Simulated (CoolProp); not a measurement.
The numbers come from the reference Helmholtz-energy equation of state, Lemmon 2005 in CoolProp.

Problem. Give the vapour pressure (MPa), liquid viscosity (µPa s), vapour viscosity (µPa s) of saturated R125 at 234.8, 245.8, 273.1 K.

Solution. 
| T (K) | p (MPa) | liquid viscosity (µPa s) | vapour viscosity (µPa s) |
|---|---|---|---|
| 234.8 | 0.160 | 354 | 10.1 |
| 245.8 | 0.254 | 301 | 10.6 |
| 273.1 | 0.669 | 204 | 11.9 |

Viscosity comes from a separate model (Huber 2006).
